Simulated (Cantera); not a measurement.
Input: 1 mol MgCO3, 0.25 mol O2, 2.8 mol N2, at 33.0 mbar.

These are equilibrium values from Cantera (NASA tables, ideal gas, pure condensed phases), not measurements of a reactor. Candidate condensed phases: C, Mg, MgCO3, MgO; 28 gas species. Rates play no part.

x: gas mole fraction; n: condensed amount in mol.

```json
[
 {"T (K)": "1000", "x N2": "0.691", "x CO2": "0.247", "x O2": "0.0617", "x CO": "?", "x NO": "1.59e-5", "x O": "2.15e-10", "x NO2": "8.45e-8", "n MgO(s)": "1.00"},
 {"T (K)": "1075", "x N2": "0.691", "x CO2": "0.247", "x O2": "0.0617", "x CO": "?", "x NO": "3.42e-5", "x O": "1.79e-9", "x NO2": "1.12e-7", "n MgO(s)": "1.00"},
 {"T (K)": "1150", "x N2": "0.691", "x CO2": "0.247", "x O2": "0.0617", "x CO": "?", "x NO": "6.67e-5", "x O": "1.14e-8", "x NO2": "1.43e-7", "n MgO(s)": "1.00"},
 {"T (K)": "1225", "x N2": "0.691", "x CO2": "0.247", "x O2": "0.0617", "x CO": "?", "x NO": "0.000120", "x O": "5.75e-8", "x NO2": "1.78e-7", "n MgO(s)": "1.00"},
 {"T (K)": "1300", "x N2": "0.691", "x CO2": "0.247", "x O2": "0.0616", "x CO": "?", "x NO": "0.000201", "x O": "2.42e-7", "x NO2": "2.15e-7", "n MgO(s)": "1.00"},
 {"T (K)": "1375", "x N2": "0.691", "x CO2": "0.247", "x O2": "0.0616", "x CO": "?", "x NO": "0.000319", "x O": "8.69e-7", "x NO2": "2.55e-7", "n MgO(s)": "1.00"},
 {"T (K)": "1450", "x N2": "0.691", "x CO2": "0.247", "x O2": "0.0615", "x CO": "?", "x NO": "0.000482", "x O": "2.74e-6", "x NO2": "2.98e-7", "n MgO(s)": "1.00"},
 {"T (K)": "1525", "x N2": "0.691", "x CO2": "0.247", "x O2": "0.0614", "x CO": "?", "x NO": "0.000699", "x O": "7.73e-6", "x NO2": "3.42e-7", "n MgO(s)": "1.00"},
 {"T (K)": "1600", "x N2": "0.691", "x CO2": "0.247", "x O2": "0.0613", "x CO": "?", "x NO": "0.000979", "x O": "1.98e-5", "x NO2": "3.88e-7", "n MgO(s)": "1.00"},
 {"T (K)": "1675", "x N2": "0.691", "x CO2": "0.247", "x O2": "0.0612", "x CO": "?", "x NO": "0.00133", "x O": "4.65e-5", "x NO2": "4.36e-7", "n MgO(s)": "1.00"},
 {"T (K)": "1750", "x N2": "0.690", "x CO2": "0.246", "x O2": "0.0611", "x CO": "?", "x NO": "0.00176", "x O": "0.000102", "x NO2": "4.85e-7", "n MgO(s)": "1.00"},
 {"T (K)": "1825", "x N2": "0.690", "x CO2": "0.245", "x O2": "0.0612", "x CO": "?", "x NO": "0.00228", "x O": "0.000209", "x NO2": "5.36e-7", "n MgO(s)": "1.00"},
 {"T (K)": "1900", "x N2": "0.689", "x CO2": "0.244", "x O2": "0.0615", "x CO": "?", "x NO": "0.00290", "x O": "0.000407", "x NO2": "5.90e-7", "n MgO(s)": "1.000"}
]
```

Some entries are withheld; supply them.


- 1000, x CO: 3.33e-10
- 1075, x CO: 3.56e-9
- 1150, x CO: 2.79e-8
- 1225, x CO: 1.70e-7
- 1300, x CO: 8.38e-7
- 1375, x CO: 3.46e-6
- 1450, x CO: 1.24e-5
- 1525, x CO: 3.88e-5
- 1600, x CO: 0.000109
- 1675, x CO: 0.000281
- 1750, x CO: 0.000662
- 1825, x CO: 0.00145
- 1900, x CO: 0.00297
